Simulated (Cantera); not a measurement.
Input: 1 mol MgSO4, 0.37 mol H2O, at 1298.15 K.

Method: chemical equilibrium by Gibbs-energy minimisation in Cantera with the NASA 1993 tables (ideal gas, pure condensed phases). Candidate condensed phases: H2O, H2SO4, Mg, MgO, Mg(OH)2, MgS, MgSO4, S; 26 gas species. Mutual solubility and eutectic melting of coexisting phases are not modelled. Rates play no part.

Task: Which condensed phases are stable at each of these points (P (Pa)): 10, 52, 270, 1400, 7200, 37000, 190000, 1000000?

Result: 
| P (Pa) | condensed phases | Mg condensed (%) |
|---|---|---|
| 10 | MgO(s) | 100.0 |
| 52 | MgO(s) | 100.0 |
| 270 | MgO(s) | 100.0 |
| 1400 | MgO(s) | 100.0 |
| 7200 | MgO(s) | 100.0 |
| 37000 | MgO(s) | 100.0 |
| 190000 | MgO(s) + MgSO4(s) | 100.0 |
| 1000000 | MgO(s) + MgSO4(s) | 100.0 |

From 10.0 Pa to 37000 Pa the condensed part is MgO(s). From 190000 Pa to 1000000 Pa the condensed part is MgO(s) + MgSO4(s).
